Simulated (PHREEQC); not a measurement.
Solution (10 °C): 1.2 mmol/kgw HF, 7.7 mmol/kgw NH4HF2, 0.43 mmol/kgw (NH4)2SiF6 and 39 mmol/kgw H3PO4. Closed to the air; pH follows from the charge balance.

Computed with PHREEQC (ion-association model, phreeqc.dat).

### Question
The ionic strength comes out as 0.0210 mol/kgw. What activity coefficients do NH4+, H+, HF2-, SiF6-2, F- get?

### Answer
NH4+ 0.86, H+ 0.89, HF2- 0.87, SiF6-2 0.58, F- 0.87.

This is a speciation only: nothing precipitates in the calculation. Away from 25 °C the constants follow the database's enthalpies or fits; those with neither stay at their 25 °C values. SiF6-2 is the database's only silicon fluoride.
